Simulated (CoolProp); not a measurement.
Saturation properties of ethanol.

The numbers come from the reference Helmholtz-energy equation of state, Schroeder 2014 in CoolProp.

| T (°C) | p (kPa) | liquid density (kg/m³) | liquid cp (kJ/(kg K)) | vapour Z | surface tension (mN/m) |
|---|---|---|---|---|---|
| 54.95 | 37.14 | 758.6 | 2.695 | 0.9835 | 19.0 |
| 57.95 | ? | 755.9 | 2.724 | 0.9819 | 18.7 |
| 61.05 | 48.97 | 753.0 | 2.754 | 0.9801 | 18.4 |
| 64.05 | 55.87 | 750.2 | 2.784 | 0.9782 | 18.1 |
| 67.05 | 63.57 | 747.4 | 2.814 | 0.9762 | 17.8 |
| 70.05 | 72.14 | 744.5 | 2.844 | 0.9741 | 17.5 |
| 73.05 | 81.66 | 741.7 | 2.875 | 0.9719 | 17.2 |
| 76.15 | 92.58 | 738.6 | 2.907 | 0.9694 | 16.9 |
| 79.15 | 104.3 | 735.7 | 2.939 | 0.9669 | 16.6 |
| 82.15 | 117.2 | 732.7 | ? | 0.9642 | 16.3 |
| 85.15 | 131.4 | 729.7 | ? | 0.9614 | 16.0 |
| 88.15 | 147.0 | 726.6 | 3.037 | 0.9585 | 15.7 |
| 91.25 | 164.6 | 723.4 | 3.072 | 0.9553 | 15.4 |
| 94.25 | 183.4 | 720.2 | 3.106 | 0.9520 | 15.1 |

**Question.** What belongs in the gaps?

**Answer.** 
- 57.95, p (kPa): 42.61
- 82.15, liquid cp (kJ/(kg K)): 2.971
- 85.15, liquid cp (kJ/(kg K)): 3.004

It boils at 78.4 °C under 1 atm.

Surface tension comes from a separate correlation (Mulero 2012).
